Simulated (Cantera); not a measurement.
A perfectly stirred reactor is fed with C2H6 : H2 = 1 : 5.3 (molar parts), at 113 Torr; it is held at 1850 K, and followed from long to short residence time.

Model: GRI-Mech 3.0 (53 species, 325 reactions), integrated in Cantera. GRI-Mech 3.0 stops at C3 and has no aromatics, soot or wall deposition, so with more carbon than oxygen in the feed, carbon stays in small species such as C2H2 where larger ones or solid carbon would form.

Task: What does this change do: temperature 1850 to 1598 K?

Result: 
```csv
quantity,before,after
x(C2H6) at τ = 5.80 s,6.07e-7,1.05e-5
x(H2) at τ = 5.80 s,0.875,0.860
x(CH4) at τ = 5.80 s,0.00480,0.0305
x(CH2) at τ = 5.80 s,2.51e-7,1.53e-8
x(C2H) at τ = 5.80 s,1.93e-6,5.92e-8
x(C2H6) at τ = 0.140 s,2.19e-5,0.000225
x(H2) at τ = 0.140 s,0.863,0.839
x(CH4) at τ = 0.140 s,0.0242,0.0632
x(CH2) at τ = 0.140 s,1.41e-6,1.09e-7
x(C2H) at τ = 0.140 s,2.04e-6,1.00e-7
```

Task: What does this change do: pressure from 113 Torr to 1.01 bar?

Result: 
| quantity | before | after |
|---|---|---|
| x(C2H6) at τ = 5.80 s | 6.07e-7 | 1.74e-6 |
| x(H2) at τ = 5.80 s | 0.875 | 0.871 |
| x(CH4) at τ = 5.80 s | 0.00480 | 0.0118 |
| x(CH2) at τ = 5.80 s | 2.51e-7 | 9.23e-8 |
| x(C2H) at τ = 5.80 s | 1.93e-6 | 7.11e-7 |
| x(C2H6) at τ = 0.140 s | 2.19e-5 | 1.15e-5 |
| x(H2) at τ = 0.140 s | 0.863 | 0.864 |
| x(CH4) at τ = 0.140 s | 0.0242 | 0.0244 |
| x(CH2) at τ = 0.140 s | 1.41e-6 | 1.95e-7 |
| x(C2H) at τ = 0.140 s | 2.04e-6 | 7.05e-7 |
